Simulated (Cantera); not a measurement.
## Adiabatic ignition

An adiabatic, constant-pressure homogeneous reactor starts with CH4 : O2 : N2 : H2O = 1 : 6.45 : 24.3 : 0.72 (molar parts), equivalence ratio 0.31, at 1700 K and 0.987 atm.

Model: GRI-Mech 3.0 (53 species, 325 reactions), integrated in Cantera.

```csv
t (s),T (K),x CH4,x O2,x H2O,x CH2,x H2
2.00e-6,1700,0.0308,0.199,0.0222,2.80e-12,2.01e-7
4.64e-6,1700,0.0308,0.199,0.0222,1.34e-11,5.42e-7
1.07e-5,1700,0.0308,0.199,0.0222,5.77e-11,1.42e-6
2.49e-5,1700,0.0308,0.199,0.0222,3.33e-10,4.10e-6
5.78e-5,1700,0.0306,0.199,0.0223,3.50e-9,1.67e-5
0.000134,1705,0.0287,0.197,0.0236,2.29e-7,0.000315
0.000310,2172,<1e-12,0.132,0.0737,<1e-12,0.00215
0.000719,2282,<1e-12,0.134,0.0790,<1e-12,0.000688
0.00167,2300,<1e-12,0.135,0.0800,<1e-12,0.000460
0.00387,2300,<1e-12,0.135,0.0800,<1e-12,0.000455
0.00896,2299,<1e-12,0.134,0.0800,<1e-12,0.000452
0.0208,2296,<1e-12,0.134,0.0801,<1e-12,0.000448
0.0482,2292,<1e-12,0.133,0.0801,<1e-12,0.000438
0.112,2285,<1e-12,0.131,0.0802,<1e-12,0.000425
0.259,2280,<1e-12,0.130,0.0803,<1e-12,0.000415
0.600,2279,<1e-12,0.129,0.0803,<1e-12,0.000413
```
x: mole fraction; the columns are a selection and need not sum to one.

| Property | Result |
|---|---|
| time of steepest temperature rise | 0.193 ms |
| temperature at 0.600 s | 2279 K |
| equilibrium temperature | 2279 K |
| x(CH4) at 0.600 s | <1e-12 (gas-phase equilibrium <1e-12) |
| x(O2) at 0.600 s | 0.129 (gas-phase equilibrium 0.129) |
| x(H2O) at 0.600 s | 0.0803 (gas-phase equilibrium 0.0803) |
